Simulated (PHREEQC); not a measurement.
A PHREEQC speciation (ion-association model, phreeqc.dat) at 30 °C gives pH 2.14 and these molalities:

```json
[
 {"species": "SO4-2", "mol/kgw": "0.0115"},
 {"species": "Cu+2", "mol/kgw": "0.00979"},
 {"species": "H+", "mol/kgw": "0.00850"},
 {"species": "CuSO4", "mol/kgw": "0.00521"},
 {"species": "HSO4-", "mol/kgw": "0.00510"},
 {"species": "Mn+2", "mol/kgw": "4.42e-5"},
 {"species": "MnSO4", "mol/kgw": "2.18e-5"},
 {"species": "CuOH+", "mol/kgw": "7.95e-9"}
]
```

Question: What are the element totals, and what could have been dissolved in 1 kg of water to give them?

Answer: This is not unique; one that fits is totals Cu(2) 0.0150, Mn(2) 6.60e-5, S(6) 0.0219 mol/kgw, from 0.0068 mol H2SO4, 0.015 mol CuSO4 and 6.6e-05 mol MnSO4 per kg of water.

No solid was allowed to form.
